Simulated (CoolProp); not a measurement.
A simple Rankine cycle with R236EA: condensing at 324.15 K, boiler at 2.9 MPa, turbine inlet 411 K, turbine efficiency 0.7, pump efficiency 0.8, no recuperator. Each further row changes one setting.

Computed with CoolProp (reference Helmholtz-energy equation of state, Rui 2013).

```
case                             thermal efficiency (%)  net work (kJ/kg)  heat in (kJ/kg)  turbine exit temperature (K)  volume ratio over the turbine
-------------------------------  ----------------------  ----------------  ---------------  ----------------------------  -----------------------------
as stated                                           9.5              18.1              191                         356.9                           8.50
condensing temperature 316.15 K                    10.4              20.9              201                         352.6                           10.8
boiler pressure 2.03 MPa                            8.2              17.1              209                         375.6                           4.90
turbine efficiency 0.6                              7.9              15.2              191                         359.9                           8.60
```
